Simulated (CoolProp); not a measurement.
A Linde-Hampson liquefier for dry air: isothermal reversible compression at 290 K from 1 atm to 30 MPa, throttling to 1 atm, return gas leaving the recuperator 5 K below the feed. Each further row changes one setting.

Model: reference Helmholtz-energy equation of state, Lemmon 2000, in CoolProp. It is a pseudo-pure fit of the blend.

```tsv
case	liquid yield per pass	compression work (kJ/kg of gas)
as stated	0.098	473
high pressure 60 MPa	0.097	545
warm-end temperature 320 K	0.071	526
warm-end gap 10 K	0.087	473
```
